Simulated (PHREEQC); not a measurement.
## Sulfide liquor (model solution)

Make-up at 5 °C: 0.0018 mol NH4HS and 3.2e-05 mol NaCl per kg of water. Closed to the air; pH follows from the charge balance.

Computed with PHREEQC (ion-association model, phreeqc.dat).

Each row changes one thing in this solution. Precipitation was switched off in this run.

| case | pH | ionic strength (mol/kgw) | NH4+ (mol/kgw) | HS- (mol/kgw) | H2S (mol/kgw) | NH3 (mol/kgw) |
|---|---|---|---|---|---|---|
| as made | 8.58 | 0.00175 | 0.00172 | 0.00172 | 7.83e-5 | 7.76e-5 |
| diluted 5-fold with water | ___ | 0.000351 | 0.000344 | 0.000344 | 1.63e-5 | 1.56e-5 |
| diluted 10-fold with water | 8.56 | 0.000176 | 0.000172 | 0.000172 | 8.38e-6 | 7.70e-6 |
| NH4HS from 0.0018 to 0.00018 mol/kgw | 8.56 | 0.000204 | 0.000172 | 0.000172 | 8.37e-6 | 7.69e-6 |
| NaCl replaced by Na2HPO4 at the same molality | 8.58 | 0.00182 | 0.00172 | 0.00172 | 7.76e-5 | 7.82e-5 |
| temperature from 5 to 45 °C | ___ | 0.00167 | 0.00163 | 0.00163 | 0.000167 | 0.000165 |

Task: What belongs in the gaps?

Result: 
- diluted 5-fold with water, pH: 8.57
- temperature from 5 to 45 °C, pH: 7.70

Away from 25 °C the constants follow the database's enthalpies or fits; those with neither stay at their 25 °C values.
